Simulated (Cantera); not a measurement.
**Ignition delay**

Mixture: CH4 : CO : O2 : N2 = 1 : 0.039 : 3.54 : 13.3 (molar parts), equivalence ratio 0.57, at 3.60 bar, adiabatic and at constant pressure. Ignition delay is the time to a rise of 400 K.

Detailed kinetics in Cantera: GRI-Mech 3.0 (53 species, 325 reactions).

```
T0 (K)  delay (ms)
------  ----------
1050          96.2
1150          21.4
1250          5.63
1350          1.69
1450         0.577
1550         0.223
1650        0.0977
1750        0.0481
1850        0.0260
1950        0.0153
```

```json
{
 "apparent activation energy between 1750 and 1950 K": "160 kJ/mol"
}
```
